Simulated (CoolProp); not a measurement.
A Linde-Hampson liquefier for ethane: isothermal reversible compression at 320 K from 1 atm to 25 MPa, throttling to 1 atm, return gas leaving the recuperator 2 K below the feed. Each further row changes one setting.

Values from CoolProp's reference Helmholtz-energy equation of state, Bücker 2006.

| case | liquid yield per pass | compression work (kJ/kg of gas) |
|---|---|---|
| as stated | 0.465 | 378 |
| high pressure 50 MPa | … | … |
| warm-end temperature 350 K | 0.386 | 443 |
| warm-end gap 7 K | … | 378 |

Q: What belongs in the gaps?

A: 
- high pressure 50 MPa, liquid yield per pass: 0.448
- high pressure 50 MPa, compression work (kJ/kg of gas): 436
- warm-end gap 7 K, liquid yield per pass: 0.458
